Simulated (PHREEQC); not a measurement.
Consider water at 20 °C with 0.74 mol Cu(NO3)2 and 0.33 mol HCl per kg of water. Closed to the air; pH follows from the charge balance.

Model: ion-association model, phreeqc.dat, run in PHREEQC.

```yaml
pH: 0.62
ionic_strength: 2.41 mol/kgw
activity_of_water: 0.952
density: 1.111 g/cm³
total_alkalinity: -330 meq/kg
```

| species | molality | activity | log γ |
|---|---|---|---|
| NO3- | 1.48 | 0.723 | -0.311 |
| Cu+2 | 0.673 | 0.113 | -0.775 |
| H+ | 0.330 | 0.239 | -0.141 |
| Cl- | 0.261 | 0.152 | -0.235 |
| CuCl+ | 0.0654 | 0.0361 | -0.259 |
| CuCl2 | 0.00160 | 0.00279 | 0.241 |
| CuCl3- | 2.50e-6 | 1.38e-6 | -0.259 |
| CuOH+ | 8.18e-9 | 4.51e-9 | -0.259 |

No solid was allowed to form. Caution: at this ionic strength the ion-association model is outside its range; a Pitzer model would be the better tool where its parameters exist. Species that the database lacks are ignored.
